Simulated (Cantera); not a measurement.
An isothermal plug-flow reactor at 450 K and 0.513 atm (inlet), inlet velocity 0.16 m/s, active area per volume 2100 1/m; feed CO : O₂ : N₂ : H₂O = 0.0036 : 0.037 : 0.79 : 0.065 (molar parts).

Detailed kinetics in Cantera: Deutschmann's 1995 Pt surface mechanism with GRI-Mech 3.0 gas chemistry. Catalytic surfaces can have several steady states; this one follows from the mechanism file's or the stated starting coverage. Mass transfer to the wall is taken as infinitely fast.

What does this change do: temperature 450 to 850 K?


```tsv
quantity	before	after
x(CO) at z = 0.037 m	0.00393	<1e-12
x(O₂) at z = 0.037 m	0.0413	0.0394
x(H₂O) at z = 0.037 m	0.0726	0.0727
x(CO₂) at z = 0.037 m	8.56e-5	0.00403
θ(O*) at the exit	0.0148	0.885
θ(OH*) at the exit	0.00137	0.00503
```
